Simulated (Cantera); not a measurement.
A Cantera script and its output.

```python
import numpy as np
import cantera as ct

gas = ct.Solution("gri30.yaml")
gas.TPX = 1450, 140000, {'CH4': 0.023, 'O2': 0.049, 'N2': 1}
reactor = ct.IdealGasConstPressureReactor(gas, energy="off", clone=False)
net = ct.ReactorNet([reactor])
net.rtol, net.atol = 1e-08, 1e-18
show = ['CH4', 'O2', 'H', 'CH2', 'C2H4']
times = np.geomspace(0.0002, 2, 14)

steps = ct.SolutionArray(gas, extra=["t"])
rows = []
print(f"{'t/s':>10s}{'T/K':>9s}{'P/Pa':>11s}" + "".join(f"{s:>11s}" for s in show))
for t in times:
    while net.time < t:
        t_next = net.step()
        steps.append(gas.state, t=t_next)
    rows.append([np.interp(t, steps.t, y) for y in (steps.T, steps.P, *steps(*show).X.T)])
    print(f"{t:10.3e}{rows[-1][0]:9.1f}{rows[-1][1]:11.4g}" + "".join(f"{x:11.3e}" for x in rows[-1][2:]))
rate = np.gradient(steps.T, steps.t)
print("integrator steps:", len(steps.t))
if steps.T.max() > steps.T[0] + 200:
    print(f"time of steepest temperature rise: {steps.t[rate.argmax()]:.4e} s")
gas.TPX = 1450, 140000, {'CH4': 0.023, 'O2': 0.049, 'N2': 1}
gas.equilibrate("TP")
print(f"equilibrium (TP): T = {gas.T:.1f} K  " + "  ".join(f"{s} {gas[s].X[0]:.3e}" for s in show))
```

Output:

```
       t/s      T/K       P/Pa        CH4         O2          H        CH2       C2H4
 2.000e-04   1450.0    1.4e+05  2.145e-02  4.571e-02  6.536e-09  1.864e-12  1.777e-09
 4.062e-04   1450.0    1.4e+05  2.145e-02  4.571e-02  1.099e-08  1.028e-11  2.203e-08
 8.249e-04   1450.0    1.4e+05  2.142e-02  4.569e-02  2.285e-08  5.871e-11  2.931e-07
 1.675e-03   1450.0    1.4e+05  2.132e-02  4.564e-02  5.881e-08  2.489e-10  3.108e-06
 3.403e-03   1450.0    1.4e+05  2.087e-02  4.539e-02  2.089e-07  1.081e-09  2.752e-05
 6.910e-03   1450.0    1.4e+05  1.671e-02  4.255e-02  3.611e-06  2.903e-08  5.672e-04
 1.403e-02   1450.0    1.4e+05  9.361e-20  3.000e-03  2.928e-05  9.241e-21  1.689e-29
 2.850e-02   1450.0    1.4e+05  3.214e-23  2.818e-03  1.983e-06  1.079e-24  2.990e-35
 5.789e-02   1450.0    1.4e+05  2.062e-25  2.796e-03  2.599e-07  2.099e-27  4.601e-39
 1.176e-01   1450.0    1.4e+05  1.536e-26  2.793e-03  5.000e-08  7.530e-29  4.789e-41
 2.388e-01   1450.0    1.4e+05  4.090e-27  2.793e-03  1.449e-08  1.009e-29  3.527e-42
 4.849e-01   1450.0    1.4e+05  1.120e-27  2.793e-03  7.513e-09  2.155e-30  7.310e-43
 9.848e-01   1450.0    1.4e+05  5.592e-28  2.794e-03  6.540e-09  9.711e-31  2.887e-43
 2.000e+00   1450.0    1.4e+05  2.906e-28  2.794e-03  6.510e-09  5.289e-31  1.258e-43
integrator steps: 2601
equilibrium (TP): T = 1450.0 K  CH4 8.342e-29  O2 2.737e-03  H 6.543e-09  CH2 1.276e-31  C2H4 2.458e-45
```

Detailed kinetics in Cantera: GRI-Mech 3.0 (53 species, 325 reactions). The temperature is held fixed by assumption; the heat of reaction is taken as removed at once.
